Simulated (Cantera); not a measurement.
Cantera run, input and output.

```python
import numpy as np
import cantera as ct

gas = ct.Solution("gri30.yaml")
gas.TP = 300, 42000
flame = ct.CounterflowDiffusionFlame(gas, width=0.02)
flame.fuel_inlet.X, flame.fuel_inlet.T = {'CH4': 1, 'C2H6': 0.13, 'C3H8': 0.24}, 448
flame.oxidizer_inlet.X, flame.oxidizer_inlet.T = {'O2': 0.17, 'N2': 0.83}, 350
flame.set_refine_criteria(ratio=3, slope=0.12, curve=0.24, prune=0.03)
show = ['OH', 'H', 'NO', 'CO', 'C2H2']

rows = []
print(f"{'mdot':>8s}{'a_max':>10s}{'a_mean':>10s}{'Tmax/K':>9s}" + "".join(f"{s:>11s}" for s in show) + "   (peak mole fractions)")
for i, mdot in enumerate([0.1, 0.14, 0.18, 0.24, 0.32, 0.43, 0.57, 0.75, 0.99]):  # kg/m2/s on the oxidiser side
    flame.oxidizer_inlet.mdot, flame.fuel_inlet.mdot = mdot, 0.72 * mdot
    flame.solve(loglevel=0, auto=(i == 0))
    if flame.T.max() < max(448, 350) + 100:
        print(f"{mdot:8.3g}  no burning solution found from the previous one")
        break
    dT = np.abs(np.gradient(flame.T, flame.grid))
    rows.append([flame.strain_rate("max"), flame.strain_rate("mean"), flame.T.max(),
                 *(flame.X[gas.species_index(s)].max() for s in show), max(dT[0], dT[-1]) / dT.max()])
    print(f"{mdot:8.3g}{rows[-1][0]:10.1f}{rows[-1][1]:10.1f}{rows[-1][2]:9.1f}" + "".join(f"{x:11.3e}" for x in rows[-1][3:-1]))
```

Output:

```
    mdot     a_max    a_mean   Tmax/K         OH          H         NO         CO       C2H2   (peak mole fractions)
     0.1     136.8      26.4   1771.8  3.836e-03  4.023e-03  7.771e-05  3.801e-02  1.154e-02
    0.14     182.6      37.0   1751.1  3.620e-03  4.041e-03  6.045e-05  3.899e-02  1.013e-02
    0.18     224.2      47.5   1733.1  3.414e-03  3.988e-03  4.735e-05  3.995e-02  8.941e-03
    0.24     286.5      63.4   1705.1  3.070e-03  3.776e-03  3.172e-05  4.128e-02  7.211e-03
    0.32     367.7      84.5   1657.4  2.496e-03  3.211e-03  1.530e-05  4.294e-02  4.793e-03
    0.43  no burning solution found from the previous one
```

Detailed kinetics in Cantera: GRI-Mech 3.0 (53 species, 325 reactions). GRI-Mech 3.0 was tuned for natural gas; its chemistry of propane as a main component is partial and can be far from experiment. GRI-Mech 3.0 has no aromatics or soot, which form on the fuel side of real flames. The maximum strain rate includes the flame's own expansion and is several times the mean. A flux with no burning solution from the previous one only brackets extinction.
